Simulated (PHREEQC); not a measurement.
0.015 g of hydrous ferric oxide (600 m²/g; 0.2 weak and 0.005 strong sites per Fe, Dzombak-Morel constants, diffuse double layer) in 1 kg of water with 0.001 mol/kgw of an inert sodium salt and 2.3e-07 mol/kgw NaF, at 25 °C; the pH is set by adding NaOH or the inert anion's acid. Oxygen is held at 0.21 atm. CO2 from the air is kept out. Nothing may precipitate in this run.

Base run: PHREEQC, ion-association model, wateq4f.dat. Each further column changes one thing. The table gives surface charge σ (C/m²).

```
pH    base  background salt from 0.001 to 0.0001 mol/kgw  oxide from 0.015 to 0.075 g/kgw  6.1e-06 mol/kgw CuCl2 added
--  ------  --------------------------------------------  -------------------------------  ---------------------------
3    0.251                                         0.221                            0.253                        0.251
4    0.116                                    (withheld)                            0.118                        0.117
5    0.050                                    (withheld)                            0.050                        0.051
6    0.019                                         0.006                            0.019                        0.022
7    0.006                                         0.002                            0.006                   (withheld)
8    0.000                                         0.000                            0.000                        0.002
9   -0.004                                        -0.001                           -0.004                   (withheld)
10  -0.015                                    (withheld)                           -0.015                   (withheld)
11  -0.054                                        -0.043                           -0.054                   (withheld)
```

Task: Fill in the missing entries.

Result: 
- 4, background salt from 0.001 to 0.0001 mol/kgw: 0.065
- 5, background salt from 0.001 to 0.0001 mol/kgw: 0.020
- 7, 6.1e-06 mol/kgw CuCl2 added: 0.009
- 9, 6.1e-06 mol/kgw CuCl2 added: -0.002
- 10, background salt from 0.001 to 0.0001 mol/kgw: -0.007
- 10, 6.1e-06 mol/kgw CuCl2 added: -0.010
- 11, 6.1e-06 mol/kgw CuCl2 added: -0.039

The oxide is taken as insoluble; below pH 4 it would dissolve. The database's constant for dissolved Cu(OH)2 is higher than later reviews accept.
